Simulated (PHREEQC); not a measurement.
Dissolve 7.9 mmol/kgw H2S, 0.71 mmol/kgw HCl and 17 mmol/kgw FeCl2 at 20 °C. It is in equilibrium with CO2 at log p = -1 (atm). Otherwise closed; pH follows from the charge balance.

Equilibrium calculation in PHREEQC: ion-association model, wateq4f.dat.

Task: The ionic strength comes out as 0.0510 mol/kgw. What activity coefficients do H+, HS-, HCO3-, Cl-, Fe+2 get?

Result: H+ 0.85, HS- 0.81, HCO3- 0.83, Cl- 0.81, Fe+2 0.48.

No solid was allowed to form. Complexes and solids missing from the database can't appear. The polysulfide entries of wateq4f.dat were taken out for this run.
